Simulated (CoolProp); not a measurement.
Methanol along the isobar 18.1 MPa: Z from the reference equation and from simpler models built on Tc = 513.4 K, pc = 8.216 MPa, ω = 0.565; each cubic takes its own stable root.

Model: reference Helmholtz-energy equation of state, de Reuck 1993, in CoolProp.

```tsv
T (K)	phase	reference
209.9	liquid	0.3772
240.3	liquid	0.3403
270.7	liquid	0.3119
301.1	liquid	0.2896
331.5	liquid	0.2719
361.9	liquid	0.2583
392.3	liquid	0.2482
422.7	liquid	0.2417
```

Q: How far does each simpler model (van der Waals, Redlich-Kwong, Soave-Redlich-Kwong, Peng-Robinson) lie from the reference over these 8 states: mean and median of the absolute difference, and the worst?

A: 
- van der Waals: mean 100.4 %, median 100.2 %, worst +104.1 % at 209.9 K and 18.1 MPa
- Redlich-Kwong: mean 39.9 %, median 38.9 %, worst +44.2 % at 422.7 K and 18.1 MPa
- Soave-Redlich-Kwong: mean 32.5 %, median 32.1 %, worst +34.9 % at 422.7 K and 18.1 MPa
- Peng-Robinson: mean 17.9 %, median 17.6 %, worst +19.8 % at 209.9 K and 18.1 MPa
